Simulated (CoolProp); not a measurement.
Computed with CoolProp (reference Helmholtz-energy equation of state, Thol 2014).

**Question.** For diethyl ether, give the phase and the cv (kJ/(kg K)), speed of sound (m/s) at 139.55 °C and 0.101 MPa; 156.55 °C and 0.101 MPa.

**Answer.** 
- 139.55 °C and 0.101 MPa: gas; cv 1.89, speed of sound 219
- 156.55 °C and 0.101 MPa: gas; cv 1.94, speed of sound 223
